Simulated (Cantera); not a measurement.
Input (Python, Cantera) and output of one run.

```python
import numpy as np
import cantera as ct

gas_names = """
    H F2
""".split()
cond_names = """
    KHF2(a) KHF2(b) KHF2(L) K(cr) K(L)
""".split()


def load(file, names, dense=False):
    # The tables refer to 1 bar. Condensed volumes are neglected.
    table = {s.name: s for s in ct.Species.list_from_file(file)}
    out = []
    for n in names:
        d = dict(table[n].input_data)
        d["thermo"] = dict(d["thermo"], **{"reference-pressure": 1e5})
        if dense:
            d["equation-of-state"] = {"model": "constant-volume", "density": "1e6 g/cm^3"}
        out.append(ct.Species.from_dict(d))
    return out


species = {s.name: s for s in load("nasa_gas.yaml", gas_names) + load("nasa_condensed.yaml", cond_names)}
# Each term lists the table entries of one substance; the one whose range holds T is used.
reactions = {
    'KHF2 = H(g) + F2(g) + K':
        [(-1, ['KHF2(a)', 'KHF2(b)', 'KHF2(L)']), (1, ['H']), (1, ['F2']), (1, ['K(cr)', 'K(L)'])],
}


def pick(names, T):
    return next(species[n] for n in names if species[n].thermo.min_temp <= T <= species[n].thermo.max_temp)


results = []
for label, terms in reactions.items():
    print(label)
    print("     T/K   dH/kJ  dS/(J/K)   dG/kJ   log10 K")
    for T in [798, 848, 898, 948, 998, 1048, 1098, 1148, 1198]:
        used = [(nu, pick(names, T)) for nu, names in terms]
        dH = sum(nu * s.thermo.h(T) for nu, s in used) / 1e6
        dS = sum(nu * s.thermo.s(T) for nu, s in used) / 1e3
        dG = dH - T * dS / 1e3
        logK = -dG * 1e6 / (ct.gas_constant * T * np.log(10))
        results.append((label, T, dH, dS, dG, logK, [s.name for _, s in used]))
        print(f"{T:8g} {dH:8.1f} {dS:8.1f} {dG:8.1f} {logK:8.2f}")
```

Output:

```
KHF2 = H(g) + F2(g) + K
     T/K   dH/kJ  dS/(J/K)   dG/kJ   log10 K
     798   1127.9    238.9    937.3   -61.35
     848   1127.1    237.8    925.4   -57.00
     898   1126.2    236.9    913.5   -53.13
     948   1125.3    235.9    901.7   -49.68
     998   1124.5    235.1    889.9   -46.58
    1048   1123.7    234.3    878.2   -43.77
    1098   1123.0    233.6    866.5   -41.22
    1148   1122.3    233.0    854.8   -38.89
    1198   1121.6    232.4    843.2   -36.76
```

Source: NASA polynomial tables (part measured, part estimated), evaluated in Cantera. Condensed species are held in their standard states even where they would react or evaporate.
